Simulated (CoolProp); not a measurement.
Hydrogen chloride along the isobar 18700 kPa: fugacity coefficient from the reference equation and from simpler models built on Tc = 324.7 K, pc = 8314 kPa, ω = 0.130; each cubic takes its own stable root.

Model: reference Helmholtz-energy equation of state, Thol 2018, in CoolProp.

```tsv
T (K)	phase	reference	van der Waals	Redlich-Kwong	Soave-Redlich-Kwong	Peng-Robinson
176.2	liquid	0.003745	0.03708	0.004444	0.003694	0.003684
181.4	liquid	0.005149	0.04343	0.006214	0.005136	0.005086
186.5	liquid	0.006897	0.05025	0.008431	0.006948	0.006839
191.7	liquid	0.009119	0.05782	0.01126	0.009274	0.009077
196.9	liquid	0.01185	0.06602	0.01473	0.01216	0.01184
202	liquid	0.01508	0.07467	0.01884	0.01560	0.01512
207.2	liquid	0.01901	0.08410	0.02381	0.01981	0.01913
212.3	liquid	0.02355	0.09394	0.02952	0.02470	0.02377
217.5	liquid	0.02893	0.1046	0.03624	0.03053	0.02929
222.7	liquid	0.03512	0.1157	0.04392	0.03728	0.03567
227.8	liquid	0.04204	0.1273	0.05242	0.04485	0.04282
```
